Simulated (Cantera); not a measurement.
A Cantera script and what it prints.

```python
import numpy as np
import cantera as ct

gas_names = [...]  # 47 gases of nasa_gas.yaml made of Cl, H, N, O, Si
cond_names = """
    H2O(s) H2O(L) NH4CL(a) NH4CL(b) Si(cr) Si(L) SiO2(Lqz) SiO2(hqz) SiO2(L) Si2N2O(s) Si3N4(a)
""".split()


# ... load() reads the species with a 1 bar reference pressure and builds the phases ...
atoms = {
    'SiCl4': {'Si': 1, 'CL': 4},
    'O3': {'O': 3},
    'NH3': {'N': 1, 'H': 3},
}
top_T = {'Si2N2O(s)': 2100, 'Si3N4(a)': 2400}  # K; cautious upper limits of use, not melting points


# ... equilibrate(T, P, feed) seeds the gas with the atoms and calls Mixture.equilibrate('TP', solver="vcs", rtol=1e-11, max_steps=5000) ...
results = []
feed = {'SiCl4': 1, 'O3': 1.3, 'NH3': 0.00092}  # mol
P = 170  # Pa
for T in [673, 823, 973, 1123, 1273, 1423, 1573, 1723]:
    mix = equilibrate(T, P, feed)
    results.append((T, P, feed, dict(zip(mix.species_names, mix.species_moles))))

top = {s: max(r[3][s] / sum(r[3][g] for g in gas_names) for r in results) for s in gas_names}
cols = sorted((s for s in top if top[s] > 1e-05), key=lambda s: -top[s])[:7]
seen = [c for c in cond_names if any(r[3].get(c, 0) > 1e-12 for r in results)]
print("log10 of partial pressures in bar; condensed amounts in mol")
print(f"{'T/K':>10s}" + "".join(f"{s[:9]:>10s}" for s in cols + seen))
for T, P, feed, n in results:
    ng = sum(n[g] for g in gas_names)
    print(f"{T:10.4g}" + "".join(f"{np.log10(max(n[s] / ng * P / 1e5, 1e-99)):10.3f}" for s in cols)
          + "".join(f"{n.get(c, 0):10.4g}" for c in seen))
```

It prints:

```
log10 of partial pressures in bar; condensed amounts in mol
       T/K        CL       CL2        O2       HCL         O       CLO        N2 SiO2(Lqz) SiO2(hqz)   SiO2(L)
       673    -8.018    -2.939    -3.262    -5.799   -17.829   -10.296    -6.577         1         0         0
       823    -6.273    -2.939    -3.262    -5.799   -14.269    -8.860    -6.577         1         0         0
       973    -5.062    -2.942    -3.263    -5.800   -11.801    -7.867    -6.579         0         1         0
      1123    -4.178    -2.960    -3.271    -5.807    -9.992    -7.150    -6.588         0         1         0
      1273    -3.535    -3.043    -3.301    -5.838    -8.619    -6.648    -6.624         0         1         0
      1423    -3.117    -3.292    -3.373    -5.909    -7.557    -6.368    -6.707         0         1         0
      1573    -2.928    -3.796    -3.448    -5.984    -6.705    -6.299    -6.804         0         1         0
      1723    -2.877    -4.425    -3.478    -6.014    -5.984    -6.334    -6.869         0         0         1
```

These are equilibrium values from Cantera (NASA tables, ideal gas, pure condensed phases), not measurements of a reactor. The tables hold silica as quartz up to 1696 K and as liquid above; real silica turns to tridymite and cristobalite and melts near 1996 K.
